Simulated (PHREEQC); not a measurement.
Make-up at 10 °C: 60 mmol/kgw CaCl2 and 3.4 mmol/kgw Na2SO4. Closed to the air; pH follows from the charge balance.

Equilibrium calculation in PHREEQC: ion-association model, phreeqc.dat.

This is a speciation only: nothing precipitates in the calculation.

Problem. Predict the specific conductance.

Solution. specific conductance 8310 µS/cm.

Problem. In which forms is Ca present?

Solution. Ca+2 97 %, CaSO4 2.7 % of the Ca.

Away from 25 °C the constants follow the database's enthalpies or fits; those with neither stay at their 25 °C values.
